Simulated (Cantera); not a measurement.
A perfectly stirred reactor is fed with 15.2 % CH4, 17.9 % O2, 67.0 % N2, at 1.80 bar; it is adiabatic with a 650 K inlet, and is followed from long to short residence time, starting on the burning branch (τ in s: 0.44, 0.16, 0.058, 0.021, 0.0077, 0.0028, 0.001, 0.00037, 0.00013, 4.9e-05, 1.8e-05).

Model: GRI-Mech 3.0 (53 species, 325 reactions), integrated in Cantera.

**Question.** Predict: blow-out, bracketed by the residence times tried; x(CH4) at τ = 0.440 s; x(O2) at τ = 0.440 s; x(CH2O) at τ = 0.440 s; x(HO2) at τ = 0.440 s; x(HCO) at τ = 0.440 s; x(CH4) at τ = 2.80 ms; x(O2) at τ = 2.80 ms; x(CH2O) at τ = 2.80 ms; x(HO2) at τ = 2.80 ms; x(HCO) at τ = 2.80 ms.

**Answer.** 
| Property | Result |
|---|---|
| blow-out, bracketed by the residence times tried | burning at 0.370 ms, out at 0.130 ms |
| x(CH4) at τ = 0.440 s | 0.000469 |
| x(O2) at τ = 0.440 s | 2.62e-5 |
| x(CH2O) at τ = 0.440 s | 7.68e-7 |
| x(HO2) at τ = 0.440 s | 5.74e-9 |
| x(HCO) at τ = 0.440 s | 4.20e-8 |
| x(CH4) at τ = 2.80 ms | 0.00568 |
| x(O2) at τ = 2.80 ms | 0.00223 |
| x(CH2O) at τ = 2.80 ms | 3.31e-5 |
| x(HO2) at τ = 2.80 ms | 6.53e-7 |
| x(HCO) at τ = 2.80 ms | 6.56e-7 |
